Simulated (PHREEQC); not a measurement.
Solution (80 °C): 25 mmol/kgw NaHS. Closed to the air; pH follows from the charge balance.

All values are PHREEQC results (ion-association model, wateq4f.dat), not measurements.

| Item | Value |
|---|---|
| pH | 8.62 |
| ionic strength | 0.0250 mol/kgw |
| total alkalinity | 25.0 meq/kg |

```tsv
species	molality	activity	log γ
Na+	0.0250	0.0211	-0.073
HS-	0.0248	0.0208	-0.076
H2S	0.000171	0.000172	0.003
OH-	0.000122	0.000102	-0.076
S-2	4.89e-5	2.54e-5	-0.285
H+	2.74e-9	2.38e-9	-0.061
```

Precipitation was switched off in this run. At this temperature some constants are extrapolated from 25 °C, and those without enthalpy data are left unchanged. The polysulfide entries of wateq4f.dat were taken out for this run.
